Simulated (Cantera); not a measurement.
Input (Python, Cantera):

```python
import numpy as np
import cantera as ct

gas = ct.Solution("gri30.yaml")


def delay(T, t_max=10):
    gas.TPX = T, 1000000, {'C3H8': 1, 'O2': 5.56, 'N2': 20.9, 'H2O': 1.9}
    reactor = ct.IdealGasConstPressureReactor(gas, clone=False)
    net = ct.ReactorNet([reactor])
    net.rtol, net.atol = 1e-8, 1e-16
    while net.time < t_max:
        t_old, T_old = net.time, reactor.T
        net.step()
        if reactor.T > T + 400:  # ignition: a rise of 400 K
            return t_old + (T + 400 - T_old) / (reactor.T - T_old) * (net.time - t_old)
    return np.nan


taus = []
for T in [1375, 1450, 1525, 1600, 1675]:
    taus.append(delay(T))
    print(f"T0 = {T:6g} K   tau = {taus[-1]:.4e} s")

# d ln(tau) / d ln(k), from doubling and halving each rate constant
T, sens = 1525, []
for i in range(gas.n_reactions):
    gas.set_multiplier(2.0, i)
    up = delay(T)
    gas.set_multiplier(0.5, i)
    down = delay(T)
    gas.set_multiplier(1.0, i)
    sens.append((np.log(up / down) / np.log(4.0), gas.reaction(i).equation))
sens.sort(key=lambda x: -abs(x[0]))
print(f"sensitivities at {T} K")
for s, eq in sens[:10]:
    print(f"{s:8.3f}  {eq}")
```

It prints:

```
T0 =   1375 K   tau = 9.9453e-05 s
T0 =   1450 K   tau = 3.7569e-05 s
T0 =   1525 K   tau = 1.6437e-05 s
T0 =   1600 K   tau = 8.2260e-06 s
T0 =   1675 K   tau = 4.6271e-06 s
sensitivities at 1525 K
  -0.470  C2H5 + CH3 (+M) <=> C3H8 (+M)
  -0.311  H + O2 <=> O + OH
  -0.306  CH3 + HO2 <=> CH3O + OH
   0.230  C3H8 + H <=> C3H7 + H2
   0.201  2 CH3 (+M) <=> C2H6 (+M)
  -0.165  C2H4 + OH <=> C2H3 + H2O
   0.154  C3H8 + OH <=> C3H7 + H2O
  -0.119  C2H5 + O2 <=> C2H4 + HO2
  -0.078  CH3O + O2 <=> CH2O + HO2
   0.076  CH3 + H (+M) <=> CH4 (+M)
```

Model: GRI-Mech 3.0 (53 species, 325 reactions), integrated in Cantera. GRI-Mech 3.0 was tuned for natural gas; its chemistry of propane as a main component is partial and can be far from experiment.
